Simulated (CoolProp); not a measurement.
Saturation properties of R1234ze(E).

Model: reference Helmholtz-energy equation of state, Thol 2016, in CoolProp.

```json
[
 {"T (K)": "263", "p (MPa)": "0.1465", "liquid density (kg/m³)": "1269", "liquid cp (kJ/(kg K))": "1.298", "liquid conductivity (mW/(m K))": "86.8"},
 {"T (K)": "270.2", "p (MPa)": "(withheld)", "liquid density (kg/m³)": "1249", "liquid cp (kJ/(kg K))": "1.312", "liquid conductivity (mW/(m K))": "84.1"},
 {"T (K)": "277.4", "p (MPa)": "0.2525", "liquid density (kg/m³)": "1228", "liquid cp (kJ/(kg K))": "1.328", "liquid conductivity (mW/(m K))": "81.5"},
 {"T (K)": "284.6", "p (MPa)": "0.3238", "liquid density (kg/m³)": "1206", "liquid cp (kJ/(kg K))": "1.346", "liquid conductivity (mW/(m K))": "78.9"},
 {"T (K)": "291.7", "p (MPa)": "0.4082", "liquid density (kg/m³)": "(withheld)", "liquid cp (kJ/(kg K))": "(withheld)", "liquid conductivity (mW/(m K))": "76.4"},
 {"T (K)": "298.9", "p (MPa)": "(withheld)", "liquid density (kg/m³)": "(withheld)", "liquid cp (kJ/(kg K))": "1.388", "liquid conductivity (mW/(m K))": "74.0"},
 {"T (K)": "306.1", "p (MPa)": "0.6297", "liquid density (kg/m³)": "1136", "liquid cp (kJ/(kg K))": "1.414", "liquid conductivity (mW/(m K))": "71.5"},
 {"T (K)": "313.3", "p (MPa)": "0.7696", "liquid density (kg/m³)": "1111", "liquid cp (kJ/(kg K))": "(withheld)", "liquid conductivity (mW/(m K))": "69.2"},
 {"T (K)": "320.5", "p (MPa)": "0.9316", "liquid density (kg/m³)": "1084", "liquid cp (kJ/(kg K))": "1.479", "liquid conductivity (mW/(m K))": "66.8"},
 {"T (K)": "327.7", "p (MPa)": "1.118", "liquid density (kg/m³)": "1056", "liquid cp (kJ/(kg K))": "1.520", "liquid conductivity (mW/(m K))": "64.6"},
 {"T (K)": "334.8", "p (MPa)": "1.328", "liquid density (kg/m³)": "1025", "liquid cp (kJ/(kg K))": "1.571", "liquid conductivity (mW/(m K))": "(withheld)"},
 {"T (K)": "342", "p (MPa)": "1.569", "liquid density (kg/m³)": "991.9", "liquid cp (kJ/(kg K))": "1.637", "liquid conductivity (mW/(m K))": "(withheld)"}
]
```

Task: Some entries are withheld; supply them.

Result: 
- 270.2, p (MPa): 0.1940
- 291.7, liquid density (kg/m³): 1184
- 291.7, liquid cp (kJ/(kg K)): 1.365
- 298.9, p (MPa): 0.5099
- 298.9, liquid density (kg/m³): 1161
- 313.3, liquid cp (kJ/(kg K)): 1.444
- 334.8, liquid conductivity (mW/(m K)): 62.3
- 342, liquid conductivity (mW/(m K)): 60.1

It boils at 254.2 K under 1 atm.

Thermal conductivity comes from a separate model (Perkins 2011).
